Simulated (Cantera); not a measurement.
Feed: 1 mol Hg, 0.44 mol O2, 12 mol N2, at 923 K and 0.0250 bar.

Cantera equilibrium calculation (NASA polynomials, part measured and part estimated; ideal gas, pure solids and liquids). Candidate condensed phases: Hg, HgO; 10 gas species. Equilibrium is a limit: real reactors are often held back by kinetics, nucleation or transport.

Base state: N2 0.893, Hg 0.0744, O2 0.0327 (mole fractions); condensed: gas only.

Question: What changes in the equilibrium state with this change: temperature from 923 K to 1673 K?

Answer: 
```csv
species,before,after
N2,0.893,0.892
Hg,0.0744,0.0744
O2,0.0327,0.0322
NO,5.25e-6,0.00109
O,<1e-9,3.79e-5
```
